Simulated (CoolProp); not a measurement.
Vapour-liquid equilibrium of n-decane (1) + n-dodecane (2) at 520.2 K; x and y are mole fractions of (1).

Computed with CoolProp (multi-fluid Helmholtz-energy mixture model, Lemmon 2006 and Lemmon 2004; pair parameters Bell 2016).

Task: Give the bubble pressure and the first vapour's composition at x = 0.05, 0.275, 0.425. Is there an azeotrope?

Result: x = 0.05: 0.2121 MPa, y = 0.097; x = 0.275: 0.2704 MPa, y = 0.441; x = 0.425: 0.3115 MPa, y = 0.606. No azeotrope shows between x = 0.05 and 0.95.

Pair parameters are fitted to limited data, so mixtures are less certain than the pure fluids.
